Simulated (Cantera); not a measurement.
Charge: 1 mol SiH2Cl2, 5.3 mol NH3, 4.5 mol H2, at 0.105 Torr.

Cantera equilibrium calculation (NASA polynomials, part measured and part estimated; ideal gas, pure solids and liquids). Candidate condensed phases: NH4Cl, Si, Si3N4; 28 gas species. Gases not in the tables: Si2H6 and higher silanes. Equilibrium is a limit: real reactors are often held back by kinetics, nucleation or transport.

Question: Which condensed phases are stable at each of these points (T (K)): 700, 800, 900, 1000, 1100, 1200, 1300, 1400, 1500, 1600, 1700, 1800, 1900?

Answer: 
| T (K) | condensed phases | Si condensed (%) |
|---|---|---|
| 700 | Si3N4(s) | 99.8 |
| 800 | Si3N4(s) | 99.9 |
| 900 | Si3N4(s) | 99.9 |
| 1000 | Si3N4(s) | 99.9 |
| 1100 | Si3N4(s) | 99.9 |
| 1200 | Si3N4(s) | 98.9 |
| 1300 | Si3N4(s) | 93.0 |
| 1400 | Si3N4(s) | 75.4 |
| 1500 | Si(s) | 61.6 |
| 1600 | Si(s) | 59.2 |
| 1700 | Si(l) | 50.5 |
| 1800 | Si(l) | 18.8 |
| 1900 | gas only | 0.0 |

From 700 K to 1400 K the condensed part is Si3N4(s). From 1500 K to 1600 K the condensed part is Si(s). From 1700 K to 1800 K the condensed part is Si(l). At 1900 K nothing is condensed.
